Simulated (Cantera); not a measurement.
Input (Python, Cantera) and output of one run.

```python
import numpy as np
import cantera as ct

gas_names = [...]  # 123 gases of nasa_gas.yaml made of C, H, O, Si
cond_names = """
    C(gr) C6H6(L) C7H8(L) C8H18(L),n-octa H2O(s) H2O(L) Si(cr) Si(L) SiC(b) SiO2(Lqz) SiO2(hqz) SiO2(L)
""".split()


# ... load() reads the species with a 1 bar reference pressure and builds the phases ...
atoms = {
    'SiC': {'Si': 1, 'C': 1},
    'H2O': {'H': 2, 'O': 1},
    'H2': {'H': 2},
}
top_T = {'C(gr)': 4500, 'SiC(b)': 3050}  # K; cautious upper limits of use, not melting points


# ... equilibrate(T, P, feed) seeds the gas with the atoms and calls Mixture.equilibrate('TP', solver="vcs", rtol=1e-11, max_steps=5000) ...
results = []
feed = {'SiC': 1, 'H2O': 0.4, 'H2': 18}  # mol
P = 13332.2  # Pa
for T in [1150, 1200, 1250, 1300, 1350, 1400, 1450, 1500, 1550, 1600, 1650, 1700, 1750, 1800]:
    mix = equilibrate(T, P, feed)
    results.append((T, P, feed, dict(zip(mix.species_names, mix.species_moles))))

top = {s: max(r[3][s] / sum(r[3][g] for g in gas_names) for r in results) for s in gas_names}
cols = sorted((s for s in top if top[s] > 1e-05), key=lambda s: -top[s])[:6]
seen = [c for c in cond_names if any(r[3].get(c, 0) > 1e-12 for r in results)]
print("log10 of partial pressures in bar; condensed amounts in mol")
print(f"{'T/K':>10s}" + "".join(f"{s[:9]:>10s}" for s in cols + seen))
for T, P, feed, n in results:
    ng = sum(n[g] for g in gas_names)
    print(f"{T:10.4g}" + "".join(f"{np.log10(max(n[s] / ng * P / 1e5, 1e-99)):10.3f}" for s in cols)
          + "".join(f"{n.get(c, 0):10.4g}" for c in seen))
```

Result:

```
log10 of partial pressures in bar; condensed amounts in mol
       T/K        H2        CO       SiO       CH4         H       H2O     C(gr)    SiC(b) SiO2(hqz)
      1150    -0.876    -4.836    -8.379    -3.384    -7.565    -7.042    0.1401     0.801     0.199
      1200    -0.876    -4.264    -7.657    -3.554    -7.143    -6.726    0.1502    0.8038    0.1962
      1250    -0.876    -3.738    -6.994    -3.711    -6.754    -6.437    0.1353    0.8126    0.1874
      1300    -0.877    -3.254    -6.383    -3.859    -6.395    -6.172   0.06508    0.8386    0.1614
      1350    -0.878    -3.039    -5.740    -4.151    -6.062    -6.004         0    0.8634    0.1364
      1400    -0.878    -3.026    -5.083    -4.544    -5.752    -5.910         0     0.865    0.1338
      1450    -0.878    -3.017    -4.471    -4.912    -5.463    -5.824         0    0.8646    0.1307
      1500    -0.879    -3.002    -3.902    -5.251    -5.194    -5.742         0    0.8607    0.1219
      1550    -0.880    -2.962    -3.381    -5.553    -4.942    -5.658         0    0.8473   0.09463
      1600    -0.884    -2.868    -2.911    -5.802    -4.706    -5.563         0    0.8092   0.01818
      1650    -0.885    -2.849    -2.848    -5.876    -4.484    -5.694         0       0.8         0
      1700    -0.885    -2.849    -2.848    -5.924    -4.274    -5.856         0       0.8         0
      1750    -0.885    -2.848    -2.849    -5.969    -4.076    -6.008         0    0.7999         0
      1800    -0.885    -2.848    -2.849    -6.011    -3.888    -6.151         0    0.7998         0
```

Cantera equilibrium calculation (NASA polynomials, part measured and part estimated; ideal gas, pure solids and liquids). Mutual solubility and eutectic melting of coexisting phases are not modelled. The tables hold silica as quartz up to 1696 K and as liquid above; real silica turns to tridymite and cristobalite and melts near 1996 K.
